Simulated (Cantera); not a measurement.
Charge: 1 mol Si, 0.22 mol N2O, 370 mol H2, at 2173.15 K and 218 Torr.

Method: chemical equilibrium by Gibbs-energy minimisation in Cantera with the NASA 1993 tables (ideal gas, pure condensed phases). Candidate condensed phases: H2O, Si, SiO2, Si2N2O, Si3N4; 35 gas species. Gases not in the tables: Si2H6 and higher silanes. Equilibrium is a limit: real reactors are often held back by kinetics, nucleation or transport.

Base state: H2 0.988, H 0.00892, Si 0.000977, SiO 0.000590, N2 0.000588, SiH2 0.000259, SiH 0.000244, Si2 1.48e-5 (mole fractions); condensed: Si(l).

### Question
What changes in the equilibrium state with this change: pressure from 218 Torr to 4.05 Torr?

### Answer
| species | before | after |
|---|---|---|
| H2 | 0.988 | 0.933 |
| H | 0.00892 | 0.0635 |
| Si | 0.000977 | 0.00196 |
| SiH2 | 0.000259 | 9.14e-6 |
| Si2 | 1.48e-5 | 1.11e-6 |
| SiH | 0.000244 | 6.48e-5 |
| SiO | 0.000590 | 0.000574 |
| N2 | 0.000588 | 0.000574 |
| Si(l), mol | 0.211 | 0 |

### Question
What changes in the equilibrium state with this change: temperature from 2173.15 K to 998 K?

### Answer
```tsv
species	before	after
H2	0.988	1.00
H	0.00892	3.99e-9
Si	0.000977	<1e-9
SiO	0.000590	<1e-9
N2	0.000588	<1e-9
Si(l), mol	0.211	0
Si(s), mol	0	0.560
Si2N2O(s), mol	0	0.220
```
